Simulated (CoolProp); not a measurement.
The numbers come from the reference Helmholtz-energy equation of state, Thol 2021 in CoolProp.

Problem. Give the vapour pressure (bar), liquid density (kg/m³), enthalpy of vaporisation (kJ/kg), liquid cp (kJ/(kg K)) of saturated chlorine at 49.75 °C.

Solution. 
| T (°C) | p (bar) | liquid density (kg/m³) | enthalpy of vaporisation (kJ/kg) | liquid cp (kJ/(kg K)) |
|---|---|---|---|---|
| 49.75 | 14.4 | 1310 | 227 | 1.04 |
